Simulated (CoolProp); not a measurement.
Properties of nitrogen along the isotherm 142.2 K.

Values from CoolProp's reference Helmholtz-energy equation of state, Span 2000.

```tsv
p (MPa)	phase	cp (kJ/(kg K))	conductivity (mW/(m K))
0.566	gas	(withheld)	13.7
1.13	gas	(withheld)	14.3
1.7	gas	(withheld)	15.2
2.26	gas	1.441	16.2
2.83	gas	1.636	17.6
3.4	supercritical	1.913	19.4
3.96	supercritical	(withheld)	21.8
4.53	supercritical	2.932	25.1
5.09	supercritical	3.767	29.5
5.66	supercritical	4.533	34.8
6.23	supercritical	4.622	39.5
6.79	supercritical	4.227	42.9
7.36	supercritical	(withheld)	45.8
7.92	supercritical	3.438	48.2
8.49	supercritical	3.173	50.3
```

Task: Fill in the missing entries.

Result: 
- 0.566, cp (kJ/(kg K)): 1.107
- 1.13, cp (kJ/(kg K)): 1.191
- 1.7, cp (kJ/(kg K)): 1.300
- 3.96, cp (kJ/(kg K)): 2.316
- 7.36, cp (kJ/(kg K)): 3.784

The peak of cp marks the crossing from liquid-like to gas-like fluid above the critical point.

Thermal conductivity comes from a separate model (Lemmon 2004).
